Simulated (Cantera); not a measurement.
# Ignition delay

Mixture: 8.63 % CH4, 0.622 % C2H6, 17.7 % O2, 66.5 % N2, 6.56 % H2O, at 9.87 atm, adiabatic and at constant volume. Ignition delay is the time to a rise of 400 K.

Detailed kinetics in Cantera: GRI-Mech 3.0 (53 species, 325 reactions).

```tsv
T0 (K)	delay (ms)
1200	1.25
1300	0.450
1400	0.178
1500	0.0739
1600	0.0320
1700	0.0147
```

| Quantity | Value |
|---|---|
| apparent activation energy between 1500 and 1700 K | 170 kJ/mol |
